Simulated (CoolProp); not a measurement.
Model: reference Helmholtz-energy equation of state, Thol 2015, in CoolProp.

Question: Give the vapour pressure (kPa), liquid density (kg/m³), liquid cp (kJ/(kg K)) of saturated octamethylcyclotetrasiloxane (D4) at 73.65, 136.25, 145.25 °C.

Answer: 
```tsv
T (°C)	p (kPa)	liquid density (kg/m³)	liquid cp (kJ/(kg K))
73.65	2.64	895	1.76
136.25	32.8	818	1.90
145.25	43.4	807	1.92
```
